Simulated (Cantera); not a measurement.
## Adiabatic ignition

An adiabatic, constant-pressure homogeneous reactor starts with 15.0 % CH3OH, 15.0 % O2, 56.5 % N2, 13.5 % CO2, at 1600 K and 0.260 bar.

Computed with Cantera and GRI-Mech 3.0 (53 species, 325 reactions). GRI-Mech 3.0 was tuned for natural gas; its chemistry of methanol as a main component is partial and can be far from experiment.

```json
[
 {"t (s)": "3.00e-6", "T (K)": "1600", "x CH3OH": "0.150", "x O2": "0.150", "x CO2": "0.135", "x O": "9.07e-8", "x CH2": "5.16e-7", "x C2H4": "6.71e-10", "x CH4": "5.14e-7"},
 {"t (s)": "1.02e-5", "T (K)": "1600", "x CH3OH": "0.150", "x O2": "0.150", "x CO2": "0.135", "x O": "9.87e-8", "x CH2": "5.15e-7", "x C2H4": "8.76e-9", "x CH4": "5.40e-6"},
 {"t (s)": "3.44e-5", "T (K)": "1600", "x CH3OH": "0.149", "x O2": "0.150", "x CO2": "0.135", "x O": "1.32e-7", "x CH2": "5.12e-7", "x C2H4": "1.08e-7", "x CH4": "4.44e-5"},
 {"t (s)": "0.000116", "T (K)": "1604", "x CH3OH": "0.144", "x O2": "0.147", "x CO2": "0.135", "x O": "3.70e-7", "x CH2": "5.31e-7", "x C2H4": "4.37e-7", "x CH4": "0.000175"},
 {"t (s)": "0.000393", "T (K)": "2119", "x CH3OH": "<1e-12", "x O2": "0.0197", "x CO2": "0.110", "x O": "0.0106", "x CH2": "<1e-12", "x C2H4": "<1e-12", "x CH4": "<1e-12"},
 {"t (s)": "0.00133", "T (K)": "2324", "x CH3OH": "<1e-12", "x O2": "0.0144", "x CO2": "0.115", "x O": "0.00645", "x CH2": "<1e-12", "x C2H4": "<1e-12", "x CH4": "<1e-12"},
 {"t (s)": "0.00451", "T (K)": "2500", "x CH3OH": "<1e-12", "x O2": "0.00880", "x CO2": "0.124", "x O": "0.00330", "x CH2": "<1e-12", "x C2H4": "<1e-12", "x CH4": "<1e-12"},
 {"t (s)": "0.0152", "T (K)": "2524", "x CH3OH": "<1e-12", "x O2": "0.00764", "x CO2": "0.125", "x O": "0.00280", "x CH2": "<1e-12", "x C2H4": "<1e-12", "x CH4": "<1e-12"},
 {"t (s)": "0.0516", "T (K)": "2520", "x CH3OH": "<1e-12", "x O2": "0.00725", "x CO2": "0.125", "x O": "0.00268", "x CH2": "<1e-12", "x C2H4": "<1e-12", "x CH4": "<1e-12"},
 {"t (s)": "0.175", "T (K)": "2519", "x CH3OH": "<1e-12", "x O2": "0.00719", "x CO2": "0.124", "x O": "0.00266", "x CH2": "<1e-12", "x C2H4": "<1e-12", "x CH4": "<1e-12"},
 {"t (s)": "0.591", "T (K)": "2519", "x CH3OH": "<1e-12", "x O2": "0.00719", "x CO2": "0.124", "x O": "0.00266", "x CH2": "<1e-12", "x C2H4": "<1e-12", "x CH4": "<1e-12"},
 {"t (s)": "2.00", "T (K)": "2519", "x CH3OH": "<1e-12", "x O2": "0.00719", "x CO2": "0.124", "x O": "0.00266", "x CH2": "<1e-12", "x C2H4": "<1e-12", "x CH4": "<1e-12"}
]
```
x: mole fraction; the columns are a selection and need not sum to one.

* **time of steepest temperature rise**: 0.316 ms
* **temperature at 2.00 s**: 2519 K
* **equilibrium temperature**: 2519 K
* **x(CH3OH) at 2.00 s**: <1e-12 (gas-phase equilibrium <1e-12)
* **x(O2) at 2.00 s**: 0.00719 (gas-phase equilibrium 0.00719)
* **x(CO2) at 2.00 s**: 0.124 (gas-phase equilibrium 0.124)
